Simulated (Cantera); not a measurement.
Cantera run, input and output.

```python
import numpy as np
import cantera as ct

gas = ct.Solution("h2o2.yaml")
gas.TPX = 1200, 3200, {'H2': 0.021, 'O2': 1}
reactor = ct.IdealGasConstPressureReactor(gas, energy="off", clone=False)
net = ct.ReactorNet([reactor])
net.rtol, net.atol = 1e-08, 1e-18
show = ['H2', 'O2', 'OH', 'H2O', 'H2O2', 'O', 'HO2']
times = np.geomspace(0.001, 40, 10)

steps = ct.SolutionArray(gas, extra=["t"])
rows = []
print(f"{'t/s':>10s}{'T/K':>9s}{'P/Pa':>11s}" + "".join(f"{s:>11s}" for s in show))
for t in times:
    while net.time < t:
        t_next = net.step()
        steps.append(gas.state, t=t_next)
    rows.append([np.interp(t, steps.t, y) for y in (steps.T, steps.P, *steps(*show).X.T)])
    print(f"{t:10.3e}{rows[-1][0]:9.1f}{rows[-1][1]:11.4g}" + "".join(f"{x:11.3e}" for x in rows[-1][2:]))
rate = np.gradient(steps.T, steps.t)
print("integrator steps:", len(steps.t))
if steps.T.max() > steps.T[0] + 200:
    print(f"time of steepest temperature rise: {steps.t[rate.argmax()]:.4e} s")
gas.TPX = 1200, 3200, {'H2': 0.021, 'O2': 1}
gas.equilibrate("TP")
print(f"equilibrium (TP): T = {gas.T:.1f} K  " + "  ".join(f"{s} {gas[s].X[0]:.3e}" for s in show))
```

Result:

```
       t/s      T/K       P/Pa         H2         O2         OH        H2O       H2O2          O        HO2
 1.000e-03   1200.0       3200  2.053e-02  9.794e-01  1.373e-05  2.464e-05  1.708e-10  2.015e-05  2.078e-07
 3.246e-03   1200.0       3200  2.457e-04  9.633e-01  1.674e-03  1.871e-02  1.096e-07  1.450e-02  4.262e-06
 1.054e-02   1200.0       3200  1.097e-04  9.687e-01  1.219e-03  1.956e-02  8.613e-08  9.643e-03  3.380e-06
 3.420e-02   1200.0       3200  4.034e-05  9.753e-01  7.408e-04  2.024e-02  7.459e-08  3.491e-03  2.148e-06
 1.110e-01   1200.0       3200  7.374e-06  9.784e-01  3.196e-04  2.060e-02  4.550e-08  6.410e-04  8.344e-07
 3.603e-01   1200.0       3200  9.717e-07  9.791e-01  1.176e-04  2.072e-02  1.699e-08  8.584e-05  2.036e-07
 1.170e+00   1200.0       3200  1.390e-07  9.792e-01  4.502e-05  2.076e-02  4.531e-09  1.250e-05  4.137e-08
 3.796e+00   1200.0       3200  2.541e-08  9.792e-01  1.941e-05  2.077e-02  1.124e-09  2.320e-06  1.053e-08
 1.232e+01   1200.0       3200  5.899e-09  9.792e-01  9.401e-06  2.078e-02  3.035e-10  5.446e-07  6.106e-09
 4.000e+01   1200.0       3200  1.988e-09  9.792e-01  5.471e-06  2.078e-02  1.128e-10  1.846e-07  7.435e-09
integrator steps: 2025
equilibrium (TP): T = 1200.0 K  H2 1.501e-09  O2 9.792e-01  OH 4.756e-06  H2O 2.078e-02  H2O2 8.813e-11  O 1.395e-07  HO2 8.204e-09
```

Detailed kinetics in Cantera: the H2/O2 subset of GRI-Mech 3.0, which has no nitrogen chemistry. Radical loss at walls, strong at low pressure, is not modelled.
